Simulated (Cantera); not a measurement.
What does this Cantera script print?

```python
import numpy as np
import cantera as ct

gas_names = """
    C CN CO CO2 C2 CCN CNC C2N2 C2O C3 C3O2 C4 C4N2 C5 N NCO NO NO2 NO3 N2 N2O O O2 O3 Si SiC SiC2 SiN
    SiO SiO2 Si2 Si2C Si2N Si3
""".split()
cond_names = """
    C(gr) Si(cr) Si(L) SiC(b) SiO2(Lqz) SiO2(hqz) SiO2(L) Si2N2O(s) Si3N4(a)
""".split()


def load(file, names, dense=False):
    # The tables refer to 1 bar. Condensed volumes are neglected.
    table = {s.name: s for s in ct.Species.list_from_file(file)}
    out = []
    for n in names:
        d = dict(table[n].input_data)
        d["thermo"] = dict(d["thermo"], **{"reference-pressure": 1e5})
        if dense:
            d["equation-of-state"] = {"model": "constant-volume", "density": "1e6 g/cm^3"}
        out.append(ct.Species.from_dict(d))
    return out


gas = ct.Solution(thermo="ideal-gas", species=load("nasa_gas.yaml", gas_names))
cond = {s.name: ct.Solution(thermo="fixed-stoichiometry", species=[s], name=s.name)
        for s in load("nasa_condensed.yaml", cond_names, dense=True)}
atoms = {
    'Si': {'Si': 1},
    'CO2': {'C': 1, 'O': 2},
    'N2': {'N': 2},
}
top_T = {'C(gr)': 4500, 'SiC(b)': 3050, 'Si2N2O(s)': 2100, 'Si3N4(a)': 2400}  # K; cautious upper limits of use, not melting points


def equilibrate(T, P, feed):
    n = {}
    for name, mol in feed.items():
        for a, k in atoms[name].items():
            n[a] = n.get(a, 0.0) + k * mol
    gas.TPX = T, P, n
    mass = sum(n.values()) * gas.mean_molecular_weight
    gas.equilibrate("TP")
    valid = [c for c in cond.values() if c.min_temp <= T <= top_T.get(c.name, c.max_temp)]
    mix = ct.Mixture([(gas, mass / gas.mean_molecular_weight)] + [(c, 0.0) for c in valid])
    mix.T, mix.P = T, P
    mix.equilibrate("TP", solver="vcs", rtol=1e-11, max_steps=5000)
    return mix


results = []
feed = {'Si': 1, 'CO2': 0.88, 'N2': 2.8}  # mol
T = 1298  # K
P = 58000  # Pa
mix = equilibrate(T, P, feed)
results.append((T, P, feed, dict(zip(mix.species_names, mix.species_moles))))
print(gas.report(threshold=1e-06))
for i in range(1, mix.n_phases):
    print(f"{mix.phase(i).name:16s} {mix.phase_moles(i):12.5e} mol")
```

Output:

```
       temperature   1298 K
          pressure   58000 Pa
           density   0.15055 kg/m^3
  mean mol. weight   28.014 kg/kmol
   phase of matter   gas

                          1 kg             1 kmol
                     ---------------   ---------------
          enthalpy        8.4377e+05        2.3637e+07  J
   internal energy        4.5853e+05        1.2845e+07  J
           entropy            8709.5        2.4399e+05  J/K
    Gibbs function       -1.0461e+07       -2.9306e+08  J
 heat capacity c_p            1216.3             34073  J/K
 heat capacity c_v             919.5             25759  J/K

                      mass frac. Y      mole frac. X     chem. pot. / RT
                     ---------------   ---------------   ---------------
                CO          0.070545          0.070555           -39.763
               CO2        2.4026e-05        1.5294e-05           -77.596
                N2           0.92943           0.92943           -26.197
     [  +31 minor]        1.4009e-08        8.8908e-09

C(gr)             6.78573e-01 mol
Si(cr)            0.00000e+00 mol
SiC(b)            0.00000e+00 mol
SiO2(hqz)         7.05686e-01 mol
Si2N2O(s)         1.47157e-01 mol
Si3N4(a)          0.00000e+00 mol
```

Method: chemical equilibrium by Gibbs-energy minimisation in Cantera with the NASA 1993 tables (ideal gas, pure condensed phases). N2 is the only nitrogen source here; it is nearly inert below about 1500 K, so the nitride shown seldom forms there in practice. Mutual solubility and eutectic melting of coexisting phases are not modelled. The tables hold silica as quartz up to 1696 K and as liquid above; real silica turns to tridymite and cristobalite and melts near 1996 K.
